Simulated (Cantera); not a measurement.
Input: 1 mol Si3N4, 4.4 mol H2O, 10 mol H2, held at 0.000510 bar.

Cantera equilibrium calculation (NASA polynomials, part measured and part estimated; ideal gas, pure solids and liquids). Candidate condensed phases: H2O, Si, SiO2, Si2N2O, Si3N4; 35 gas species. The tables hold silica as quartz up to 1696 K and as liquid above; real silica turns to tridymite and cristobalite and melts near 1996 K. Kinetics and transport are ignored.

Question: Which condensed phases are stable at each of these points (T (K)): 1500, 1525, 1550, 1575, 1600, 1625, 1650, 1675, 1700, 1725, 1750?

Answer: 
```json
[
 {"T (K)": "1500", "condensed phases": "SiO2(β-quartz)", "Si condensed (%)": "46.6"},
 {"T (K)": "1525", "condensed phases": "SiO2(β-quartz)", "Si condensed (%)": "46.6"},
 {"T (K)": "1550", "condensed phases": "SiO2(β-quartz)", "Si condensed (%)": "46.6"},
 {"T (K)": "1575", "condensed phases": "SiO2(β-quartz)", "Si condensed (%)": "46.5"},
 {"T (K)": "1600", "condensed phases": "SiO2(β-quartz)", "Si condensed (%)": "46.4"},
 {"T (K)": "1625", "condensed phases": "SiO2(β-quartz)", "Si condensed (%)": "46.2"},
 {"T (K)": "1650", "condensed phases": "SiO2(β-quartz)", "Si condensed (%)": "45.8"},
 {"T (K)": "1675", "condensed phases": "SiO2(β-quartz)", "Si condensed (%)": "45.1"},
 {"T (K)": "1700", "condensed phases": "SiO2(condensed)", "Si condensed (%)": "43.9"},
 {"T (K)": "1725", "condensed phases": "SiO2(condensed)", "Si condensed (%)": "42.1"},
 {"T (K)": "1750", "condensed phases": "SiO2(condensed)", "Si condensed (%)": "39.2"}
]
```

From 1500 K to 1675 K the condensed part is SiO2(β-quartz). From 1700 K to 1750 K the condensed part is SiO2(condensed).
